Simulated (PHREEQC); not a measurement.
0.2 g of hydrous ferric oxide (600 m²/g; 0.2 weak and 0.005 strong sites per Fe, Dzombak-Morel constants, diffuse double layer) in 1 kg of water with 0.3 mol/kgw of an inert sodium salt and 4.8e-07 mol/kgw MgCl2, at 25 °C; the pH is set by adding NaOH or the inert anion's acid. Oxygen is held at 0.21 atm. CO2 from the air is kept out. No solid was allowed to form.

Base run: PHREEQC, ion-association model, wateq4f.dat. Each further column changes one thing. The table gives surface charge σ (C/m²).

```tsv
pH	base	background salt from 0.3 to 0.03 mol/kgw	oxide from 0.2 to 1 g/kgw	0.0015 mol/kgw BaCl2 added
4	0.349	0.271	0.349	0.349
4.5	0.318	0.213	0.318	0.319
5.5	0.210	0.111	0.210	0.211
6	0.154	0.075	0.154	0.155
6.5	0.106	0.047	0.106	0.108
7.5	0.034	0.014	0.034	0.039
8	0.006	0.002	0.006	0.011
8.5	-0.021	-0.008	-0.021	-0.015
9.5	-0.087	-0.038	-0.087	-0.055
10	-0.131	-0.061	-0.132	-0.061
```
